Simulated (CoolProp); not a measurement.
Properties of propylene along the isotherm 381.2 K (Tc = 364.2 K, pc = 4.555 MPa, ω = 0.146).

Computed with CoolProp (reference Helmholtz-energy equation of state, Lemmon 2013).

| p (MPa) | phase | speed of sound (m/s) | fugacity coefficient |
|---|---|---|---|
| 0.144 | gas | ___ | 0.9906 |
| 0.256 | gas | ___ | 0.9833 |
| 0.455 | gas | 283.6 | 0.9704 |
| 0.81 | gas | 278.0 | 0.9476 |
| 1.44 | gas | 267.8 | 0.9076 |
| 2.56 | gas | ___ | 0.8378 |
| 4.55 | gas | 204.1 | ___ |
| 8.1 | supercritical | 314.5 | 0.5051 |
| 14.4 | supercritical | 507.0 | 0.3530 |
| 25.6 | supercritical | 690.1 | 0.2783 |
| 45.5 | supercritical | 893.3 | 0.2695 |

Q: Some entries are withheld; supply them.

A: 
- 0.144, speed of sound (m/s): 288.3
- 0.256, speed of sound (m/s): 286.6
- 2.56, speed of sound (m/s): 247.8
- 4.55, fugacity coefficient: 0.7154
